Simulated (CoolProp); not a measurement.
Vapour-liquid equilibrium of ammonia (1) + benzene (2) at 6.6 bar; x and y are mole fractions of (1).

Computed with CoolProp (multi-fluid Helmholtz-energy mixture model, Gao 2020 and Thol 2012; pair parameters Bell 2016).

Task: Give the bubble temperature and the first vapour's composition at x = 0.05, 0.2, 0.95. Is there an azeotrope?

Result: x = 0.05: 377.1 K, y = 0.684; x = 0.2: 312.3 K, y = 0.964; x = 0.95: 286.6 K, y = 0.997. No azeotrope shows between x = 0.05 and 0.95.

The pair parameters rest on a limited set of measurements; away from them the model extrapolates. With so large a gap from Raoult's law the liquid may split in two, which this calculation doesn't test in full.
